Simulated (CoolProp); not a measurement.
R407C along the isobar 0.807 MPa: density (kg/m³) from the reference equation and from simpler models built on Tc = 86.2 °C, pc = 4.632 MPa, ω = 0.363; each cubic takes its own stable root.

The numbers come from the reference Helmholtz-energy equation of state, Lemmon 2003 in CoolProp. It is a pseudo-pure fit of the blend.

```
T (°C)  phase  reference  ideal gas  van der Waals  Redlich-Kwong  Soave-Redlich-Kwong
------  -----  ---------  ---------  -------------  -------------  -------------------
44.75     gas      29.53      26.32          28.43          28.92                29.15
75.05     gas      25.99      24.03          25.53          25.78                25.82
105.45    gas      23.38      22.10          23.20          23.33                23.28
135.75    gas      21.33      20.46          21.29          21.35                21.25
166.15    gas      19.65      19.05          19.68          19.70                19.58
196.45    gas      18.25      17.82          18.31          18.31                18.18
226.85    gas      17.04      16.73          17.12          17.11                16.98
```
